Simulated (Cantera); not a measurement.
Feed: 1 mol Fe2O3, 1.2 mol H2S, 2.8 mol N2, 3.3 mol O2, held at 1073 K and 11.0 bar.

These are equilibrium values from Cantera (NASA tables, ideal gas, pure condensed phases), not measurements of a reactor. Candidate condensed phases: Fe, FeO, Fe(OH)2, Fe(OH)3, FeS, FeSO4, FeS2, Fe2O3, Fe2(SO4)3, Fe3O4, H2O, H2SO4, S; 38 gas species. The numbers say what is thermodynamically allowed, not how fast it happens.

Base state: N2 0.439, H2O 0.188, O2 0.185, SO3 0.101, SO2 0.0870, H2SO4 0.000430, NO 4.63e-5 (mole fractions); condensed: Fe2O3(s).

What changes in the equilibrium state with this change: pressure from 11.0 bar to 43.0 mbar?


| species | before | after |
|---|---|---|
| N2 | 0.439 | 0.421 |
| O2 | 0.185 | 0.219 |
| H2O | 0.188 | 0.180 |
| SO3 | 0.101 | 0.0132 |
| SO2 | 0.0870 | 0.167 |
| H2SO4 | 0.000430 | 2.11e-7 |
| NO | 4.63e-5 | 4.93e-5 |
| Fe2O3(s), mol | 1.00 | 1.00 |

What changes in the equilibrium state with this change: pressure from 11.0 bar to 1.10 bar?


| species | before | after |
|---|---|---|
| N2 | 0.439 | 0.429 |
| O2 | 0.185 | 0.204 |
| H2O | 0.188 | 0.184 |
| SO3 | 0.101 | 0.0511 |
| SO2 | 0.0870 | 0.133 |
| H2SO4 | 0.000430 | 2.13e-5 |
| NO | 4.63e-5 | 4.80e-5 |
| Fe2O3(s), mol | 1.00 | 1.00 |

What changes in the equilibrium state with this change: H2S from 1.2 to 0.16 mol?


| species | before | after |
|---|---|---|
| O2 | 0.185 | 0.491 |
| N2 | 0.439 | 0.457 |
| H2O | 0.188 | 0.0261 |
| SO3 | 0.101 | 0.0171 |
| SO2 | 0.0870 | 0.00903 |
| H2SO4 | 0.000430 | 1.01e-5 |
| NO2 | 4.84e-6 | 1.31e-5 |
| NO | 4.63e-5 | 7.69e-5 |
| Fe2O3(s), mol | 1.00 | 1.00 |
